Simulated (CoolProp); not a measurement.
1,2-dichloroethane along the isobar 7.67 MPa: fugacity coefficient from the reference equation and from simpler models built on Tc = 288.4 °C, pc = 5.226 MPa, ω = 0.269; each cubic takes its own stable root.

Values from CoolProp's reference Helmholtz-energy equation of state, Thol 2015.

```tsv
T (°C)	phase	reference
160.15	liquid	0.09747
169.65	liquid	0.1153
179.15	liquid	0.1350
188.75	liquid	0.1569
198.25	liquid	0.1806
207.75	liquid	0.2061
217.35	liquid	0.2338
226.85	liquid	0.2630
```

Question: How far does each simpler model (van der Waals, Soave-Redlich-Kwong, Peng-Robinson) lie from the reference over these 8 states: mean and median of the absolute difference, and the worst?

Answer: 
- van der Waals: mean 88.6 %, median 83.9 %, worst +143.4 % at 160.15 °C and 7.67 MPa
- Soave-Redlich-Kwong: mean 5.1 %, median 5.3 %, worst +5.4 % at 217.35 °C and 7.67 MPa
- Peng-Robinson: mean 0.6 %, median 0.7 %, worst +0.7 % at 207.75 °C and 7.67 MPa
